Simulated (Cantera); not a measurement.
A closed system holds: 1 mol SiC, 1.5 mol H2O, 27 mol N2, equilibrated at 10.0 mbar.

Equilibrium computed with Cantera from the NASA thermochemical tables; the gas is ideal and each condensed phase is pure. Candidate condensed phases: C, C6H6, C7H8, C8H18, H2O, Si, SiC, SiO2, Si2N2O, Si3N4; 151 gas species. Mutual solubility and eutectic melting of coexisting phases are not modelled. Kinetics and transport are ignored.

At 1573 K, list the 6 most abundant gas species with their mole fractions, and the condensed phases.

N2 0.913, H2 0.0516, CO 0.0343, SiO 0.000448, HCN 0.000168, H 9.23e-5. Condensed: SiC(s) + Si2N2O(s).
